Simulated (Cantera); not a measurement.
Feed: 1 mol PbO, 1.2 mol H2, 1.7 mol N2, at 100 Torr.

Method: chemical equilibrium by Gibbs-energy minimisation in Cantera with the NASA 1993 tables (ideal gas, pure condensed phases). Candidate condensed phases: H2O, Pb, PbO, PbO2, Pb3O4; 27 gas species. Gases not in the tables: (PbO)n polymers. Rates play no part.

x: gas mole fraction; n: condensed amount in mol.

```csv
T (K),x N2,x H2O,x Pb,x H2,x PbO,x Pb2,x H,n Pb(l)
1173,0.584,0.344,0.00316,0.0687,3.84e-7,?,8.47e-8,0.991
1223,0.582,0.342,0.00681,0.0685,1.38e-6,?,2.16e-7,0.980
1273,0.578,0.340,0.0138,0.0680,4.51e-6,?,5.09e-7,0.959
1323,0.571,0.336,0.0264,0.0672,1.34e-5,?,1.13e-6,0.921
1373,0.558,0.328,0.0481,0.0657,3.68e-5,?,2.34e-6,0.853
1423,0.537,0.316,0.0841,0.0633,9.38e-5,?,4.58e-6,0.733
1473,0.503,0.296,0.141,0.0594,0.000224,?,8.45e-6,0.522
1523,0.452,0.265,0.229,0.0536,0.000503,0.000111,1.47e-5,0.134
1573,0.436,0.256,0.255,0.0520,0.000760,0.000118,2.54e-5,0
1623,0.436,0.255,0.255,0.0523,0.00101,?,4.33e-5,0
```

Q: Complete the blanks.

A: 
- 1173, x Pb2: 8.89e-8
- 1223, x Pb2: 3.19e-7
- 1273, x Pb2: 1.03e-6
- 1323, x Pb2: 3.05e-6
- 1373, x Pb2: 8.30e-6
- 1423, x Pb2: 2.10e-5
- 1473, x Pb2: 4.97e-5
- 1623, x Pb2: 0.000102
